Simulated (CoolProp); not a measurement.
Dimethyl carbonate at 293.15 K and 2.56 MPa is throttled through a valve to 0.86 MPa with no heat exchange. Each further row changes one setting.

Computed with CoolProp (reference Helmholtz-energy equation of state, Zhou 2011).

```csv
case,temperature change (K)
as stated,(withheld)
outlet pressure 0.258 MPa,(withheld)
outlet pressure 1.12 MPa,(withheld)
```

Problem. Complete the blanks.

Solution. 
- as stated, temperature change (K): +0.6
- outlet pressure 0.258 MPa, temperature change (K): +0.8
- outlet pressure 1.12 MPa, temperature change (K): +0.5
